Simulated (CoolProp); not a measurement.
The fluid at 293.15 K and 7.31 MPa flows at 3.4 m/s in a round tube of 20 mm bore and 1.5 µm roughness, fully developed (64/Re and Nu = 3.66 if laminar; Colebrook and Gnielinski if turbulent). The same conditions are run with several fluids, on thermodynamics alone (safety and materials aside).

The numbers come from the reference Helmholtz-energy equation of state of each fluid (n-hexane: Thol 2019; C3F8 (R218): Lemmon 2006; R22: Kamei 1995; n-octane: Beckmüller 2019; ethanol: Schroeder 2014) in CoolProp.

Question: Rank n-hexane, C3F8 (R218), R22, n-octane, ethanol by Reynolds number, highest first.

Answer: R22 (561000), C3F8 (R218) (428000), n-hexane (134000), n-octane (82200), ethanol (43400)

```
fluid        Darcy friction factor  pressure drop (Pa/m)  heat-transfer coefficient (W/(m² K))  mass flow (kg/h)
-----------  ---------------------  --------------------  ------------------------------------  ----------------
n-hexane                    0.0174                  3350                                  4610              2560
C3F8 (R218)                 0.0144                  5960                                  4750              5490
R22                         0.0139                  5000                                  6680              4770
n-octane                    0.0191                  3910                                  3840              2730
ethanol                     0.0218                  5020                                  3550              3060
```

Transport values come from each fluid's own correlations; those of C3F8 (R218), R22 are estimates that may be off by 10 % or more.
